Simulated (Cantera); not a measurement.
A closed system holds: 1 mol C₂H₂, a varied amount of H₂O, 1.3 mol N₂, at 775 K and 1.33 mbar.

Cantera equilibrium calculation (NASA polynomials, part measured and part estimated; ideal gas, pure solids and liquids). Candidate condensed phases: C, C₆H₆, C₇H₈, C₈H₁₈, H₂O; 136 gas species. Equilibrium is a limit: real reactors are often held back by kinetics, nucleation or transport.

x: gas mole fraction; n: condensed amount in mol.

```
n(H₂O) (mol)   x N₂   x H₂    x CO     x CO₂  x H₂O     x CH₄    x NH₃  n C(graphite)
------------  -----  -----  ------  --------  -----  --------  -------  -------------
0.028         0.552  0.435  0.0115   4.03e-5      ?  0.000517  1.10e-6           1.97
0.039         0.547  0.436  0.0158   7.63e-5      ?  0.000518  1.10e-6           1.96
0.056         0.540  0.437  0.0224  0.000152      ?  0.000520  1.10e-6           1.94
0.08          0.529  0.438  0.0312  0.000295      ?  0.000523  1.09e-6           1.92
0.11          0.517  0.439  0.0416  0.000526      ?  0.000526  1.08e-6           1.89
0.16          0.498  0.442  0.0577   0.00101      ?  0.000532  1.07e-6           1.85
0.23          0.473  0.444  0.0779   0.00185      ?  0.000539  1.05e-6           1.78
0.33          0.442  0.448   0.103   0.00322      ?  0.000548  1.03e-6           1.69
0.47          0.405  0.453   0.132   0.00531      ?  0.000560  1.00e-6           1.56
0.68          0.360  0.460   0.167   0.00845      ?  0.000576  9.66e-7           1.37
0.96          0.314  0.466   0.201    0.0123      ?  0.000593  9.22e-7           1.11
1.4           0.261  0.474   0.240    0.0174      ?  0.000613  8.63e-7          0.718
```

Q: Some entries are withheld; supply them.

A: 
- 0.028, x H₂O: 0.000302
- 0.039, x H₂O: 0.000416
- 0.056, x H₂O: 0.000588
- 0.08, x H₂O: 0.000821
- 0.11, x H₂O: 0.00110
- 0.16, x H₂O: 0.00153
- 0.23, x H₂O: 0.00208
- 0.33, x H₂O: 0.00278
- 0.47, x H₂O: 0.00361
- 0.68, x H₂O: 0.00461
- 0.96, x H₂O: 0.00565
- 1.4, x H₂O: 0.00684
